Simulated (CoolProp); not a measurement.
Vapour-liquid equilibrium of isohexane (1) + n-heptane (2) at 132.15 °C; x and y are mole fractions of (1).

Computed with CoolProp (multi-fluid Helmholtz-energy mixture model, Lemmon 2006 and Span 2003; pair parameters Bell 2016).

| x | bubble pressure, mixture model (MPa) | bubble pressure, Raoult's law (MPa) | y, mixture model | y, Raoult's law |
|---|---|---|---|---|
| 0.05 | 0.2665 | 0.2677 | 0.108 | 0.119 |
| 0.15 | 0.3028 | 0.3064 | 0.286 | 0.311 |
| 0.25 | 0.3394 | 0.3452 | 0.428 | 0.460 |
| 0.35 | 0.3763 | 0.3839 | 0.545 | 0.580 |
| 0.45 | 0.4138 | 0.4227 | 0.644 | 0.677 |
| 0.55 | 0.4521 | 0.4614 | 0.729 | 0.758 |
| 0.65 | 0.4913 | 0.5002 | 0.803 | 0.826 |
| 0.75 | 0.5313 | 0.5389 | 0.867 | 0.885 |
| 0.85 | 0.5724 | 0.5776 | 0.925 | 0.936 |
| 0.95 | 0.6144 | 0.6164 | 0.976 | 0.980 |

The largest gap from Raoult's law is -2.1 % in bubble pressure, at x = 0.45. No azeotrope shows between x = 0.05 and 0.95.

Pair parameters are fitted to limited data, so mixtures are less certain than the pure fluids.
